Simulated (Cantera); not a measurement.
An adiabatic, constant-volume homogeneous reactor starts with H2 : O2 : N2 = 1 : 0.602 : 3.67 (molar parts), equivalence ratio 0.83, at 1025 K and 3750 Torr.

Cantera simulation using GRI-Mech 3.0 (53 species, 325 reactions); the numbers are that mechanism's predictions, not measurements. The hydrogen kinetics of GRI-Mech 3.0 are dated; newer H2 mechanisms differ, most at raised pressure.

### Question
Predict: time of steepest temperature rise; temperature at 2.00 s; equilibrium temperature; x(H2) at 2.00 s; x(O2) at 2.00 s; x(NO) at 2.00 s; x(O) at 2.00 s; x(NO2) at 2.00 s; x(H2O2) at 2.00 s.

### Answer
```json
{
 "time_of_steepest_temperature_rise": "6.92 ms",
 "temperature at 2.00 s": "2605 K",
 "equilibrium_temperature": "2605 K",
 "x(H2) at 2.00 s": "0.00436 (gas-phase equilibrium 0.00436)",
 "x(O2) at 2.00 s": "0.0172 (gas-phase equilibrium 0.0172)",
 "x(NO) at 2.00 s": "0.00776 (gas-phase equilibrium 0.00776)",
 "x(O) at 2.00 s": "0.000925 (gas-phase equilibrium 0.000925)",
 "x(NO2) at 2.00 s": "6.04e-6 (gas-phase equilibrium 6.04e-6)",
 "x(H2O2) at 2.00 s": "7.80e-7 (gas-phase equilibrium 7.80e-7)"
}
```
